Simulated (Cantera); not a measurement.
Mixture: CH4 : H2 : O2 : N2 = 1 : 0.093 : 3.01 : 11.3 (molar parts), at 4.93 atm, adiabatic and at constant volume. Ignition delay is the time to a rise of 400 K.

Computed with Cantera and GRI-Mech 3.0 (53 species, 325 reactions).

Task: What does this change do: N2 11.3 to 33 parts?

Result: 
```tsv
quantity	before	after
delay at 1175 K	3.78 ms	10.8 ms
delay at 1375 K	0.545 ms	1.59 ms
delay at 1575 K	96.9 µs	0.249 ms
delay at 1775 K	24.3 µs	55.0 µs
delay at 1975 K	8.19 µs	20.4 µs
apparent activation energy between 1875 and 2075 K	160 kJ/mol	110 kJ/mol
```

Task: What does this change do: pressure from 4.93 atm to 3.85 atm?

Result: 
| quantity | before | after |
|---|---|---|
| delay at 1175 K | 3.78 ms | 4.92 ms |
| delay at 1375 K | 0.545 ms | 0.677 ms |
| delay at 1575 K | 96.9 µs | 0.118 ms |
| delay at 1775 K | 24.3 µs | 29.9 µs |
| delay at 1975 K | 8.19 µs | 10.2 µs |
| apparent activation energy between 1875 and 2075 K | 160 kJ/mol | 150 kJ/mol |
